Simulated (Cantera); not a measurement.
What does this Cantera script print?

```python
import numpy as np
import cantera as ct

gas = ct.Solution("gri30.yaml")
gas.TPX = 1150, 100000, {'CH4': 0.0025, 'O2': 0.0055, 'N2': 1}
reactor = ct.IdealGasConstPressureReactor(gas, energy="off", clone=False)
net = ct.ReactorNet([reactor])
net.rtol, net.atol = 1e-08, 1e-18
show = ['CH4', 'O2', 'H2O2', 'NO', 'C2H4']
times = np.geomspace(2e-05, 90, 15)

steps = ct.SolutionArray(gas, extra=["t"])
rows = []
print(f"{'t/s':>10s}{'T/K':>9s}{'P/Pa':>11s}" + "".join(f"{s:>11s}" for s in show))
for t in times:
    while net.time < t:
        t_next = net.step()
        steps.append(gas.state, t=t_next)
    rows.append([np.interp(t, steps.t, y) for y in (steps.T, steps.P, *steps(*show).X.T)])
    print(f"{t:10.3e}{rows[-1][0]:9.1f}{rows[-1][1]:11.4g}" + "".join(f"{x:11.3e}" for x in rows[-1][2:]))
rate = np.gradient(steps.T, steps.t)
print("integrator steps:", len(steps.t))
if steps.T.max() > steps.T[0] + 200:
    print(f"time of steepest temperature rise: {steps.t[rate.argmax()]:.4e} s")
gas.TPX = 1150, 100000, {'CH4': 0.0025, 'O2': 0.0055, 'N2': 1}
gas.equilibrate("TP")
print(f"equilibrium (TP): T = {gas.T:.1f} K  " + "  ".join(f"{s} {gas[s].X[0]:.3e}" for s in show))
```

Output:

```
       t/s      T/K       P/Pa        CH4         O2       H2O2         NO       C2H4
 2.000e-05   1150.0      1e+05  2.480e-03  5.456e-03  4.600e-16  2.154e-24  7.200e-23
 5.974e-05   1150.0      1e+05  2.480e-03  5.456e-03  4.009e-15  4.508e-23  4.186e-21
 1.784e-04   1150.0      1e+05  2.480e-03  5.456e-03  3.326e-14  5.369e-22  1.983e-19
 5.330e-04   1150.0      1e+05  2.480e-03  5.456e-03  2.400e-13  2.826e-21  7.283e-18
 1.592e-03   1150.0      1e+05  2.480e-03  5.456e-03  1.279e-12  1.095e-20  2.275e-16
 4.755e-03   1150.0      1e+05  2.480e-03  5.456e-03  4.630e-12  4.590e-20  7.153e-15
 1.420e-02   1150.0      1e+05  2.480e-03  5.456e-03  1.266e-11  2.498e-19  2.673e-13
 4.243e-02   1150.0      1e+05  2.480e-03  5.456e-03  2.364e-11  1.860e-18  1.353e-11
 1.267e-01   1150.0      1e+05  2.480e-03  5.456e-03  2.226e-11  1.613e-17  6.112e-10
 3.785e-01   1150.0      1e+05  2.479e-03  5.455e-03  3.192e-11  9.924e-17  7.674e-09
 1.131e+00   1150.0      1e+05  2.472e-03  5.451e-03  8.096e-11  6.013e-16  7.491e-08
 3.377e+00   1150.0      1e+05  2.415e-03  5.415e-03  3.715e-10  1.342e-14  2.286e-06
 1.009e+01   1150.0      1e+05 -2.423e-23  4.958e-04  5.815e-11  1.588e-07  1.535e-35
 3.013e+01   1150.0      1e+05  1.139e-20  4.959e-04  6.552e-12  1.600e-07  3.269e-31
 9.000e+01   1150.0      1e+05  3.287e-25  4.959e-04  1.987e-12  1.602e-07  6.604e-36
integrator steps: 3055
equilibrium (TP): T = 1150.0 K  CH4 1.119e-37  O2 4.924e-04  H2O2 1.653e-12  NO 7.173e-06  C2H4 2.641e-59
```

Computed with Cantera and GRI-Mech 3.0 (53 species, 325 reactions).
